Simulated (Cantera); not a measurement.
A closed system holds: 1 mol Ta, 9.3 mol CO2, 4.3 mol CH4, held at 1600 K and 37.0 mbar.

These are equilibrium values from Cantera (NASA tables, ideal gas, pure condensed phases), not measurements of a reactor. Candidate condensed phases: C, C6H6, C7H8, C8H18, H2O, Ta, TaC, Ta2O5; 113 gas species. Kinetics and transport are ignored.

Base state: CO 0.570, H2 0.317, H2O 0.0704, CO2 0.0422, H 0.000159 (mole fractions); condensed: Ta2O5(s).

**Question.** What changes in the equilibrium state with this change: CH4 from 4.3 to 0.41 mol?

**Answer.** 
```csv
species,before,after
CO2,0.0422,0.544
CO,0.570,0.378
H2O,0.0704,0.0632
H2,0.317,0.0146
H,0.000159,3.42e-5
"Ta2O5(s), mol",0.500,0.500
```

**Question.** What changes in the equilibrium state with this change: temperature from 1600 K to 875 K?

**Answer.** 
```csv
species,before,after
CO,0.570,0.506
H2,0.317,0.362
CO2,0.0422,0.102
H2O,0.0704,0.0276
CH4,<1e-9,0.00212
H,0.000159,<1e-9
"Ta2O5(s), mol",0.500,0.500
"C(graphite), mol",0,0.282
```

**Question.** What changes in the equilibrium state with this change: Ta replaced by Ta(OEt)5?

**Answer.** 
| species | before | after |
|---|---|---|
| CO | 0.570 | 0.520 |
| H2 | 0.317 | 0.479 |
| H2O | 0.0704 | 0.000959 |
| CO2 | 0.0422 | 0.000346 |
| H | 0.000159 | 0.000196 |
| Ta2O5(s), mol | 0.500 | 0.135 |
| TaC(s), mol | 0 | 0.731 |
The feed counts by its element totals alone. Mutual solubility and eutectic melting of coexisting phases are not modelled. TaC: taken at fixed stoichiometry. Condensed phases not in the tables: Ta2C.
